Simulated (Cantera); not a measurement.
A Cantera script and what it prints.

```python
import numpy as np
import cantera as ct

gas_names = [...]  # 91 gases of nasa_gas.yaml made of C, Cl, H
cond_names = """
    C(gr) C6H6(L) C7H8(L) C8H18(L),n-octa
""".split()


# ... load() reads the species with a 1 bar reference pressure and builds the phases ...
atoms = {
    'CH3Cl': {'C': 1, 'H': 3, 'CL': 1},
    'CH4': {'C': 1, 'H': 4},
    'H2': {'H': 2},
}
top_T = {'C(gr)': 4500}  # K; cautious upper limits of use, not melting points


# ... equilibrate(T, P, feed) seeds the gas with the atoms and calls Mixture.equilibrate('TP', solver="vcs", rtol=1e-11, max_steps=5000) ...
results = []
feed = {'CH3Cl': 1, 'CH4': 1.7, 'H2': 0.46}  # mol
P = 1  # Pa
for T in [1725, 1825, 1925, 2025, 2125, 2225, 2325, 2425, 2525, 2625, 2725, 2825, 2925]:
    mix = equilibrate(T, P, feed)
    results.append((T, P, feed, dict(zip(mix.species_names, mix.species_moles))))
    x = sorted(zip(gas.X, gas.species_names), reverse=True)
    print(f"T = {T:g} K  P = {P:g} Pa  gas = {mix.phase_moles(0):.4g} mol")
    print("   x: " + "  ".join(f"{s} {v:.3e}" for v, s in x if v > 1e-05))
    print("   condensed (mol): " + ("  ".join(f"{mix.phase(i).name} {mix.phase_moles(i):.4g}"
          for i in range(1, mix.n_phases) if mix.phase_moles(i) > 1e-12) or "none"))
```

Result:

```
T = 1725 K  P = 1 Pa  gas = 6.041 mol
   x: H2 7.825e-01  HCL 1.574e-01  H 5.195e-02  CL 8.094e-03  C2H2,acetylene 7.209e-05
   condensed (mol): C(gr) 2.699
T = 1825 K  P = 1 Pa  gas = 6.288 mol
   x: H2 7.224e-01  HCL 1.414e-01  H 1.184e-01  CL 1.767e-02  C2H2,acetylene 1.552e-04
   condensed (mol): C(gr) 2.698
T = 1925 K  P = 1 Pa  gas = 6.776 mol
   x: H2 6.150e-01  H 2.371e-01  HCL 1.144e-01  CL 3.317e-02  C2H2,acetylene 2.816e-04
   condensed (mol): C(gr) 2.696
T = 2025 K  P = 1 Pa  gas = 7.63 mol
   x: H2 4.571e-01  H 4.115e-01  HCL 7.855e-02  CL 5.251e-02  C2H2,acetylene 4.136e-04
   condensed (mol): C(gr) 2.693
T = 2125 K  P = 1 Pa  gas = 8.856 mol
   x: H 6.070e-01  H2 2.795e-01  CL 6.938e-02  HCL 4.353e-02  C2H2,acetylene 4.683e-04  C3 5.005e-05  C 3.837e-05  C2H 2.838e-05
   condensed (mol): C(gr) 2.689
T = 2225 K  P = 1 Pa  gas = 10.12 mol
   x: H 7.617e-01  H2 1.383e-01  CL 7.902e-02  HCL 1.977e-02  C2H2,acetylene 4.057e-04  C3 3.985e-04  C 2.370e-04  C2H 8.290e-05  C2 3.494e-05
   condensed (mol): C(gr) 2.675
T = 2325 K  P = 1 Pa  gas = 11.02 mol
   x: H 8.456e-01  CL 8.268e-02  H2 5.908e-02  HCL 8.042e-03  C3 2.641e-03  C 1.251e-03  C2H2,acetylene 2.889e-04  C2 2.356e-04  C2H 1.988e-04
   condensed (mol): C(gr) 2.583
T = 2425 K  P = 1 Pa  gas = 11.66 mol
   x: H 8.681e-01  CL 8.259e-02  H2 2.353e-02  C3 1.491e-02  C 5.748e-03  HCL 3.146e-03  C2 1.354e-03  C2H 4.130e-04  C2H2,acetylene 1.837e-04  C5 3.169e-05
   condensed (mol): C(gr) 2.064
T = 2525 K  P = 1 Pa  gas = 12.7 mol
   x: H 8.251e-01  CL 7.761e-02  C3 5.890e-02  C 2.177e-02  H2 8.662e-03  C2 5.858e-03  HCL 1.155e-03  C2H 6.495e-04  C5 1.691e-04  C2H2,acetylene 9.010e-05  C4 3.758e-05
   condensed (mol): none
T = 2625 K  P = 1 Pa  gas = 12.99 mol
   x: H 8.168e-01  CL 7.647e-02  C3 4.799e-02  C 4.559e-02  C2 8.487e-03  H2 3.701e-03  HCL 4.954e-04  C2H 3.836e-04  C5 6.831e-05  C4 2.569e-05  C2H2,acetylene 1.882e-05
   condensed (mol): none
T = 2725 K  P = 1 Pa  gas = 13.39 mol
   x: H 7.968e-01  C 8.423e-02  CL 7.446e-02  C3 3.202e-02  C2 1.037e-02  H2 1.631e-03  HCL 2.196e-04  C2H 2.011e-04  C5 2.066e-05  C4 1.360e-05
   condensed (mol): none
T = 2825 K  P = 1 Pa  gas = 13.86 mol
   x: H 7.717e-01  C 1.308e-01  CL 7.205e-02  C3 1.485e-02  C2 9.628e-03  H2 7.473e-04  HCL 1.013e-04  C2H 8.427e-05
   condensed (mol): none
T = 2925 K  P = 1 Pa  gas = 14.2 mol
   x: H 7.539e-01  C 1.648e-01  CL 7.035e-02  C2 6.278e-03  C3 4.240e-03  H2 3.656e-04  HCL 4.985e-05  C2H 2.637e-05
   condensed (mol): none
```

Equilibrium computed with Cantera from the NASA thermochemical tables; the gas is ideal and each condensed phase is pure.
